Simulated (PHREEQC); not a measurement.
Consider water at 25 °C with 0.011 mol/kgw FeSO4, 0.017 mol/kgw ZnCl2, 6.4e-05 mol/kgw NaF and 0.00018 mol/kgw NaCl. Closed to the air; pH follows from the charge balance.

All values are PHREEQC results (ion-association model, wateq4f.dat), not measurements.

This is a speciation only: nothing precipitates in the calculation.

Problem. What pH, ionic strength does the model give?

Solution. pH 5.52; ionic strength 0.0738 mol/kgw.

Problem. In which forms is Fe present?

Solution. Fe+2 83 %, FeSO4 15 %, FeCl+ 1.6 % of the Fe.

Complexes and solids missing from the database can't appear. Fluoro complexes past AlF4- and FeF3 are missing from the database.
